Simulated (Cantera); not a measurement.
Mixture: 16.0 % CH4, 16.8 % O2, 63.5 % N2, 3.69 % CO2, at 15.8 atm, adiabatic and at constant pressure. Ignition delay is the time to a rise of 400 K.

Cantera simulation using GRI-Mech 3.0 (53 species, 325 reactions); the numbers are that mechanism's predictions, not measurements. The pressure lies above the range GRI-Mech 3.0 was tuned for (to about 10 atm).

Q: Predict: delay at 1000 K; delay at 1075 K; delay at 1150 K; delay at 1225 K; delay at 1300 K; delay at 1375 K; delay at 1450 K; apparent activation energy between 1300 and 1450 K.

A: 
| Item | Value |
|---|---|
| delay at 1000 K | 66.5 ms |
| delay at 1075 K | 20.7 ms |
| delay at 1150 K | 7.55 ms |
| delay at 1225 K | 3.05 ms |
| delay at 1300 K | 1.32 ms |
| delay at 1375 K | 0.602 ms |
| delay at 1450 K | 0.286 ms |
| apparent activation energy between 1300 and 1450 K | 160 kJ/mol |
